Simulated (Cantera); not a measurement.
Input: 1 mol Si, 0.44 mol NH3, 5.8 mol N2, held at 1850 K.

Equilibrium computed with Cantera from the NASA thermochemical tables; the gas is ideal and each condensed phase is pure. Candidate condensed phases: Si, Si3N4; 18 gas species. Rates play no part.

Task: Which condensed phases are stable at each of these points (P (Pa)): 10, 61, 370, 2200, 13000, 82000, 500000, 3000000?

Result: 
| P (Pa) | condensed phases | Si condensed (%) |
|---|---|---|
| 10 | Si(l) | 51.8 |
| 61 | Si(l) | 92.4 |
| 370 | Si(l) | 98.7 |
| 2200 | Si3N4(s) | 99.8 |
| 13000 | Si3N4(s) | 100.0 |
| 82000 | Si3N4(s) | 100.0 |
| 500000 | Si3N4(s) | 100.0 |
| 3000000 | Si3N4(s) | 100.0 |

From 10.0 Pa to 3.70 mbar the condensed part is Si(l). From 22.0 mbar to 30.0 bar the condensed part is Si3N4(s).
